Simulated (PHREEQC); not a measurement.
Make-up at 25 °C: 0.22 mol CaCl2, 5.7e-05 mol NaF and 0.044 mol NaCl per kg of water. Closed to the air; pH follows from the charge balance.

Model: ion-association model, phreeqc.dat, run in PHREEQC.

### Question
The ionic strength comes out as 0.704 mol/kgw. What activity coefficients do F-, Na+, Cl-, Ca+2 get?

### Answer
F- 0.61, Na+ 0.72, Cl- 0.63, Ca+2 0.25.

This is a speciation only: nothing precipitates in the calculation. The solution is supersaturated, for example in Fluorite, so a real one may precipitate; this is no full list. The ionic strength is past about 0.7 mol/kgw, beyond the range of this activity model, so the values are rough. Complexes and solids missing from the database can't appear.
